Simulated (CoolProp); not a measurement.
Properties of hydrogen sulfide along the isotherm 212.6 K (Tc = 373.1 K, pc = 8.999 MPa, ω = 0.101).

Model: reference Helmholtz-energy equation of state, Lemmon 2006, in CoolProp. It is a short technical equation, of lower accuracy than the large ones.

```csv
p (MPa),phase,cp (kJ/(kg K)),cv (kJ/(kg K)),isothermal compressibility (1/MPa),viscosity (µPa s),fugacity coefficient
0.0142,gas,0.9877,0.7400,70.65,8.56,0.9968
0.0324,gas,0.9967,0.7442,31.09,8.53,0.9928
0.0737,gas,1.018,0.7539,13.80,8.44,0.9835
0.168,liquid,1.995,1.227,0.001001,296,0.5828
0.382,liquid,1.994,1.228,0.0009987,296,0.2574
0.869,liquid,1.993,1.228,0.0009939,296,0.1143
1.98,liquid,1.991,1.228,0.0009831,298,0.05130
4.5,liquid,1.985,1.230,0.0009597,300,0.02376
```

Viscosity comes from a separate model (Quiñones-Cisneros 2012).
